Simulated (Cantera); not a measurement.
Charge: 1 mol CuO, 6 mol C, 1.4 mol CO, at 6.20 mbar.

Equilibrium computed with Cantera from the NASA thermochemical tables; the gas is ideal and each condensed phase is pure. Candidate condensed phases: C, Cu, CuO, Cu2O; 15 gas species. The numbers say what is thermodynamically allowed, not how fast it happens.

x: gas mole fraction; n: condensed amount in mol.

```
T (°C)   x CO      x Cu     x CO2       x Cu2      x C3  n C(graphite)  n Cu(s)  n Cu(l)
------  -----  --------  --------  ----------  --------  -------------  -------  -------
627     0.968  2.91e-11    0.0324      <1e-12    <1e-12           5.08     1.00        0
727     0.997   2.52e-9   0.00349      <1e-12    <1e-12           5.01     1.00        0
827     0.999   9.60e-8  0.000547      <1e-12    <1e-12           5.00     1.00        0
927     1.000   1.98e-6  0.000117  (withheld)    <1e-12           5.00    1.000        0
1027    1.000   2.54e-5   3.21e-5  (withheld)    <1e-12           5.00    1.000        0
1127    1.000  0.000218   1.06e-5  (withheld)    <1e-12           5.00        0    0.999
1227    0.999   0.00133   4.10e-6  (withheld)    <1e-12           5.00        0    0.997
1327    0.994   0.00641   1.78e-6  (withheld)    <1e-12           5.00        0    0.984
1427    0.974    0.0256   8.31e-7  (withheld)    <1e-12           5.00        0    0.937
1527    0.912    0.0873   3.85e-7  (withheld)  1.85e-11           5.00        0    0.769
1627    0.739     0.261   1.43e-7  (withheld)  3.33e-10           5.00        0    0.148
1727    0.706     0.293   7.91e-8  (withheld)   4.47e-9           5.00        0        0
1827    0.706     0.294   5.02e-8  (withheld)   4.66e-8           5.00        0        0
```

### Question
What belongs in the gaps?

### Answer

- 927, x Cu2: 5.62e-11
- 1027, x Cu2: 2.09e-9
- 1127, x Cu2: 4.25e-8
- 1227, x Cu2: 5.20e-7
- 1327, x Cu2: 4.59e-6
- 1427, x Cu2: 3.10e-5
- 1527, x Cu2: 0.000167
- 1627, x Cu2: 0.000750
- 1727, x Cu2: 0.000512
- 1827, x Cu2: 0.000293
